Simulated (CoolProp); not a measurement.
A closed Brayton cycle with dry air: compressor inlet 313.15 K and 5.8 MPa, high pressure 11 MPa, turbine inlet 975 K, compressor efficiency 0.85, turbine efficiency 0.85, recuperator effectiveness 0 (on enthalpy, no pinch check). Each further row changes one setting.

Computed with CoolProp (reference Helmholtz-energy equation of state, Lemmon 2000). It is a pseudo-pure fit of the blend.

```tsv
case	thermal efficiency (%)	net work (kJ/kg)	compressor to turbine work	compressor exit (K)	turbine exit (K)
as stated	…	69.1	0.52	387.9	850.0
turbine inlet 925 K	10.5	61.7	0.55	387.9	805.4
compressor inlet 323.15 K	10.5	…	…	400.2	850.0
high pressure 9.35 MPa	…	…	…	367.6	880.1
recuperator effectiveness 0.5	17.4	69.1	0.52	387.9	850.0
```

Question: Some entries are withheld; supply them.

Answer: 
- as stated, thermal efficiency (%): 10.7
- compressor inlet 323.15 K, net work (kJ/kg): 66.4
- compressor inlet 323.15 K, compressor to turbine work: 0.54
- high pressure 9.35 MPa, thermal efficiency (%): 8.3
- high pressure 9.35 MPa, net work (kJ/kg): 55.1
- high pressure 9.35 MPa, compressor to turbine work: 0.50
